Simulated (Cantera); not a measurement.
What does this Cantera script print?

```python
import numpy as np
import cantera as ct

gas_names = """
    C CN CO CO2 C2 CCN CNC C2N2 C2O C3 C3O2 C4 C4N2 C5 N NCO NO NO2 NO3 N2 N2O O O2 O3
""".split()
cond_names = """
    C(gr)
""".split()


# ... load() reads the species with a 1 bar reference pressure and builds the phases ...
atoms = {
    'CO': {'C': 1, 'O': 1},
    'O2': {'O': 2},
    'N2': {'N': 2},
}
top_T = {'C(gr)': 4500}  # K; cautious upper limits of use, not melting points


# ... equilibrate(T, P, feed) seeds the gas with the atoms and calls Mixture.equilibrate('TP', solver="vcs", rtol=1e-11, max_steps=5000) ...
results = []
feed = {'CO': 1, 'O2': 0.66, 'N2': 0.27}  # mol
P = 140  # Pa
for T in [2523, 2573, 2623, 2673, 2723, 2773, 2823, 2873, 2923, 2973]:
    mix = equilibrate(T, P, feed)
    results.append((T, P, feed, dict(zip(mix.species_names, mix.species_moles))))

top = {s: max(r[3][s] / sum(r[3][g] for g in gas_names) for r in results) for s in gas_names}
cols = sorted((s for s in top if top[s] > 0.001), key=lambda s: -top[s])[:7]
seen = [c for c in cond_names if any(r[3].get(c, 0) > 1e-12 for r in results)]
print("log10 of partial pressures in bar; condensed amounts in mol")
print(f"{'T/K':>10s}" + "".join(f"{s[:9]:>10s}" for s in cols + seen))
for T, P, feed, n in results:
    ng = sum(n[g] for g in gas_names)
    print(f"{T:10.4g}" + "".join(f"{np.log10(max(n[s] / ng * P / 1e5, 1e-99)):10.3f}" for s in cols)
          + "".join(f"{n.get(c, 0):10.4g}" for c in seen))
```

Result:

```
log10 of partial pressures in bar; condensed amounts in mol
       T/K         O        CO        O2       CO2        N2        NO
      2523    -3.600    -3.286    -3.619    -3.715    -3.732    -4.906
      2573    -3.516    -3.270    -3.659    -3.829    -3.748    -4.897
      2623    -3.444    -3.260    -3.712    -3.952    -3.764    -4.896
      2673    -3.382    -3.255    -3.778    -4.082    -3.779    -4.903
      2723    -3.330    -3.252    -3.858    -4.218    -3.792    -4.917
      2773    -3.287    -3.252    -3.950    -4.359    -3.804    -4.938
      2823    -3.253    -3.254    -4.054    -4.503    -3.814    -4.964
      2873    -3.227    -3.256    -4.166    -4.650    -3.822    -4.994
      2923    -3.207    -3.258    -4.286    -4.796    -3.827    -5.029
      2973    -3.191    -3.259    -4.410    -4.942    -3.832    -5.066
```

These are equilibrium values from Cantera (NASA tables, ideal gas, pure condensed phases), not measurements of a reactor.
